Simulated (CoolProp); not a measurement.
Computed with CoolProp (reference Helmholtz-energy equation of state, Lemmon 2006). It is a short technical equation, of lower accuracy than the large ones.

Task: Give the vapour pressure (MPa), liquid density (kg/m³), vapour density (kg/m³), enthalpy of vaporisation (kJ/kg) of saturated C2F6 (R116) at 182, 227.5 K.

Result: 
| T (K) | p (MPa) | liquid density (kg/m³) | vapour density (kg/m³) | enthalpy of vaporisation (kJ/kg) |
|---|---|---|---|---|
| 182 | 0.0473 | 1660 | 4.43 | 122 |
| 227.5 | 0.438 | 1450 | 36.6 | 101 |
